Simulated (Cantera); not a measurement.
Feed: 1 mol SiH₂Cl₂, 0.13 mol HCl, 60 mol H₂, 0.078 mol Cl₂, equilibrated at 1125 K and 750 Torr.

Method: chemical equilibrium by Gibbs-energy minimisation in Cantera with the NASA 1993 tables (ideal gas, pure condensed phases). Candidate condensed phases: Si; 19 gas species. The tables' values for SiCl₃ are old estimates; treat these amounts as uncertain. Equilibrium is a limit: real reactors are often held back by kinetics, nucleation or transport.

Q: What is the equilibrium state?

A: 
- x(H₂): 0.980
- x(HCl): 0.0124
- x(SiHCl₃): 0.00369
- x(SiCl₄): 0.00269
- x(SiH₂Cl₂): 0.000621
- x(SiCl₂): 0.000333
- x(SiCl₃): 0.000270
- x(SiH₃Cl): 2.79e-5
- n(Si(s)): 0.528 mol
- gas amount: 61.77 mol
